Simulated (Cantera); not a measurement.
Cantera with NASA thermochemical tables; ideal gases at 1 bar, condensed phases pure. Values are per mole of reaction as written; species without (g) are pure solids or liquids, kept so even where they would boil at 1 bar.

1.333 B + O2(g) ⇌ 0.6667 B2O3(g)

```tsv
T (K)	ΔH° (kJ)	ΔS° (J/K)	ΔG° (kJ)	log10 K
300	?	?	?	?
423	?	?	?	?
623	-557.9	-24.9	-542.4	45.48
823	?	?	?	?
1023	-559.5	-26.9	-532.0	27.16
1223	-560.4	-27.7	-526.6	22.49
1423	-561.4	-28.5	-520.9	19.12
1623	-562.6	-29.2	-515.2	16.58
```

Question: What belongs in the gaps?

Answer: 
- 300, ΔH° (kJ): -557.3
- 300, ΔS° (J/K): -23.7
- 300, ΔG° (kJ): -550.2
- 300, log10 K: 95.80
- 423, ΔH° (kJ): -557.4
- 423, ΔS° (J/K): -23.9
- 423, ΔG° (kJ): -547.3
- 423, log10 K: 67.58
- 823, ΔH° (kJ): -558.7
- 823, ΔS° (J/K): -26.0
- 823, ΔG° (kJ): -537.3
- 823, log10 K: 34.10
